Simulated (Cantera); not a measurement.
What does this Cantera script print?

```python
import numpy as np
import cantera as ct

gas_names = [...]  # 136 gases of nasa_gas.yaml made of C, H, N, O
cond_names = """
    C(gr) C6H6(L) C7H8(L) C8H18(L),n-octa H2O(s) H2O(L)
""".split()


# ... load() reads the species with a 1 bar reference pressure and builds the phases ...
atoms = {
    'C6H6': {'C': 6, 'H': 6},
    'CO2': {'C': 1, 'O': 2},
    'N2': {'N': 2},
}
top_T = {'C(gr)': 4500}  # K; cautious upper limits of use, not melting points


# ... equilibrate(T, P, feed) seeds the gas with the atoms and calls Mixture.equilibrate('TP', solver="vcs", rtol=1e-11, max_steps=5000) ...
results = []
feed = {'C6H6': 1, 'CO2': 0.97, 'N2': 15}  # mol
P = 1333.22  # Pa
for T in [723, 773, 823, 873, 923, 973, 1023, 1073, 1123, 1173, 1223, 1273, 1323]:
    mix = equilibrate(T, P, feed)
    results.append((T, P, feed, dict(zip(mix.species_names, mix.species_moles))))
    x = sorted(zip(gas.X, gas.species_names), reverse=True)
    print(f"T = {T:g} K  P = {P:g} Pa  gas = {mix.phase_moles(0):.4g} mol")
    print("   x: " + "  ".join(f"{s} {v:.3e}" for v, s in x if v > 1e-05))
    print("   condensed (mol): " + ("  ".join(f"{mix.phase(i).name} {mix.phase_moles(i):.4g}"
          for i in range(1, mix.n_phases) if mix.phase_moles(i) > 1e-12) or "none"))
```

It prints:

```
T = 723 K  P = 1333.22 Pa  gas = 19.15 mol
   x: N2 7.832e-01  H2 1.403e-01  CO 3.540e-02  CO2 2.617e-02  H2O 1.354e-02  CH4 1.400e-03
   condensed (mol): C(gr) 5.764
T = 773 K  P = 1333.22 Pa  gas = 19.54 mol
   x: N2 7.678e-01  H2 1.463e-01  CO 6.538e-02  CO2 1.392e-02  H2O 6.077e-03  CH4 6.040e-04
   condensed (mol): C(gr) 5.409
T = 823 K  P = 1333.22 Pa  gas = 19.8 mol
   x: N2 7.577e-01  H2 1.487e-01  CO 8.624e-02  CO2 4.748e-03  H2O 2.264e-03  CH4 2.752e-04
   condensed (mol): C(gr) 5.163
T = 873 K  P = 1333.22 Pa  gas = 19.89 mol
   x: N2 7.540e-01  H2 1.497e-01  CO 9.404e-02  CO2 1.338e-03  H2O 7.985e-04  CH4 1.341e-04
   condensed (mol): C(gr) 5.07
T = 923 K  P = 1333.22 Pa  gas = 19.92 mol
   x: N2 7.528e-01  H2 1.501e-01  CO 9.629e-02  CO2 3.900e-04  H2O 2.977e-04  CH4 6.990e-05
   condensed (mol): C(gr) 5.042
T = 973 K  P = 1333.22 Pa  gas = 19.93 mol
   x: N2 7.525e-01  H2 1.503e-01  CO 9.695e-02  CO2 1.257e-04  H2O 1.208e-04  CH4 3.870e-05
   condensed (mol): C(gr) 5.034
T = 1023 K  P = 1333.22 Pa  gas = 19.94 mol
   x: N2 7.523e-01  H2 1.504e-01  CO 9.716e-02  H2O 5.331e-05  CO2 4.502e-05  CH4 2.261e-05
   condensed (mol): C(gr) 5.031
T = 1073 K  P = 1333.22 Pa  gas = 19.94 mol
   x: N2 7.523e-01  H2 1.504e-01  CO 9.724e-02  H2O 2.535e-05  CO2 1.775e-05  CH4 1.386e-05
   condensed (mol): C(gr) 5.03
T = 1123 K  P = 1333.22 Pa  gas = 19.94 mol
   x: N2 7.523e-01  H2 1.504e-01  CO 9.727e-02  H2O 1.287e-05  HCN 1.007e-05
   condensed (mol): C(gr) 5.03
T = 1173 K  P = 1333.22 Pa  gas = 19.94 mol
   x: N2 7.523e-01  H2 1.504e-01  CO 9.728e-02  HCN 1.846e-05
   condensed (mol): C(gr) 5.03
T = 1223 K  P = 1333.22 Pa  gas = 19.94 mol
   x: N2 7.522e-01  H2 1.504e-01  CO 9.729e-02  HCN 3.219e-05
   condensed (mol): C(gr) 5.029
T = 1273 K  P = 1333.22 Pa  gas = 19.94 mol
   x: N2 7.522e-01  H2 1.504e-01  CO 9.729e-02  HCN 5.370e-05
   condensed (mol): C(gr) 5.029
T = 1323 K  P = 1333.22 Pa  gas = 19.94 mol
   x: N2 7.522e-01  H2 1.504e-01  CO 9.729e-02  HCN 8.616e-05
   condensed (mol): C(gr) 5.028
```

Method: chemical equilibrium by Gibbs-energy minimisation in Cantera with the NASA 1993 tables (ideal gas, pure condensed phases).
